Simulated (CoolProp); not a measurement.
The numbers come from the reference Helmholtz-energy equation of state, Lemmon 2006 in CoolProp. It is a short technical equation, of lower accuracy than the large ones.

Q: Give the vapour pressure (kPa), liquid density (kg/m³), enthalpy of vaporisation (kJ/kg), liquid cp (kJ/(kg K)) of saturated neopentane at 386.3 K.

A: 
| T (K) | p (kPa) | liquid density (kg/m³) | enthalpy of vaporisation (kJ/kg) | liquid cp (kJ/(kg K)) |
|---|---|---|---|---|
| 386.3 | 1440 | 461 | 202 | 3.08 |
